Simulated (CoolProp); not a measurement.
A single-stage vapour-compression cycle with R227EA: evaporating at 222.15 K (dew point), condensing at 256.15 K (bubble point), superheat 0 K, subcooling 5 K, compressor efficiency 0.7, no pressure losses. Each further row changes one setting.

Model: reference Helmholtz-energy equation of state, Lemmon 2016, in CoolProp.

| case | cooling COP | pressure ratio | discharge temperature (K) | refrigerating effect (kJ/kg) | volumetric capacity (kJ/m³) |
|---|---|---|---|---|---|
| as stated | 4.08 | 5.79 | 264.4 | 115 | 183 |
| evaporating temperature 227.15 K | 5.02 | 4.29 | 262.6 | ___ | ___ |
| condensing temperature 251.15 K | ___ | ___ | ___ | 121 | 192 |
| subcooling 10 K | 4.27 | 5.79 | 264.4 | 121 | 192 |
| superheat 10 K | 4.13 | 5.79 | ___ | ___ | 185 |
| compressor efficiency 0.6 | 3.50 | 5.79 | 270.5 | 115 | 183 |

### Question
What belongs in the gaps?

### Answer

- evaporating temperature 227.15 K, refrigerating effect (kJ/kg): 119
- evaporating temperature 227.15 K, volumetric capacity (kJ/m³): 249
- condensing temperature 251.15 K, cooling COP: 4.92
- condensing temperature 251.15 K, pressure ratio: 4.63
- condensing temperature 251.15 K, discharge temperature (K): 258.9
- superheat 10 K, discharge temperature (K): 275.0
- superheat 10 K, refrigerating effect (kJ/kg): 122
